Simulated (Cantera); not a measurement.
A Cantera script and what it prints.

```python
import numpy as np
import cantera as ct

gas_names = """
    Cs CsO CsOH Cs2 Cs2O Cs2O2H2 H HO2 H2 H2O H2O2 O OH O2 O3
""".split()
cond_names = """
    Cs(cr) Cs(L) CsOH(a) CsOH(b) CsOH(c) CsOH(L) H2O(s) H2O(L)
""".split()


# ... load() reads the species with a 1 bar reference pressure and builds the phases ...
atoms = {
    'CsOH': {'Cs': 1, 'O': 1, 'H': 1},
    'H2': {'H': 2},
    'H2O': {'H': 2, 'O': 1},
}
top_T = {}  # K; cautious upper limits of use, not melting points


# ... equilibrate(T, P, feed) seeds the gas with the atoms and calls Mixture.equilibrate('TP', solver="vcs", rtol=1e-11, max_steps=5000) ...
results = []
feed = {'CsOH': 1, 'H2': 2.9, 'H2O': 0.056}  # mol
P = 1333.22  # Pa
for T in [1023, 1123, 1223, 1323, 1423, 1523, 1623, 1723]:
    mix = equilibrate(T, P, feed)
    results.append((T, P, feed, dict(zip(mix.species_names, mix.species_moles))))
    x = sorted(zip(gas.X, gas.species_names), reverse=True)
    print(f"T = {T:g} K  P = {P:g} Pa  gas = {mix.phase_moles(0):.4g} mol")
    print("   x: " + "  ".join(f"{s} {v:.3e}" for v, s in x if v > 0.001))
    print("   condensed (mol): " + ("  ".join(f"{mix.phase(i).name} {mix.phase_moles(i):.4g}"
          for i in range(1, mix.n_phases) if mix.phase_moles(i) > 1e-12) or "none"))
```

Result:

```
T = 1023 K  P = 1333.22 Pa  gas = 4.034 mol
   x: H2 6.974e-01  CsOH 2.012e-01  H2O 5.666e-02  Cs 4.278e-02  Cs2O2H2 1.942e-03
   condensed (mol): none
T = 1123 K  P = 1333.22 Pa  gas = 4.09 mol
   x: H2 6.762e-01  CsOH 1.782e-01  H2O 7.951e-02  Cs 6.582e-02
   condensed (mol): none
T = 1223 K  P = 1333.22 Pa  gas = 4.142 mol
   x: H2 6.552e-01  CsOH 1.515e-01  H2O 1.034e-01  Cs 8.984e-02
   condensed (mol): none
T = 1323 K  P = 1333.22 Pa  gas = 4.193 mol
   x: H2 6.352e-01  H2O 1.263e-01  CsOH 1.255e-01  Cs 1.130e-01
   condensed (mol): none
T = 1423 K  P = 1333.22 Pa  gas = 4.239 mol
   x: H2 6.172e-01  H2O 1.469e-01  Cs 1.337e-01  CsOH 1.022e-01
   condensed (mol): none
T = 1523 K  P = 1333.22 Pa  gas = 4.28 mol
   x: H2 6.018e-01  H2O 1.644e-01  Cs 1.513e-01  CsOH 8.229e-02
   condensed (mol): none
T = 1623 K  P = 1333.22 Pa  gas = 4.315 mol
   x: H2 5.890e-01  H2O 1.787e-01  Cs 1.658e-01  CsOH 6.601e-02
   condensed (mol): none
T = 1723 K  P = 1333.22 Pa  gas = 4.343 mol
   x: H2 5.785e-01  H2O 1.901e-01  Cs 1.772e-01  CsOH 5.303e-02  H 1.201e-03
   condensed (mol): none
```

Cantera equilibrium calculation (NASA polynomials, part measured and part estimated; ideal gas, pure solids and liquids).
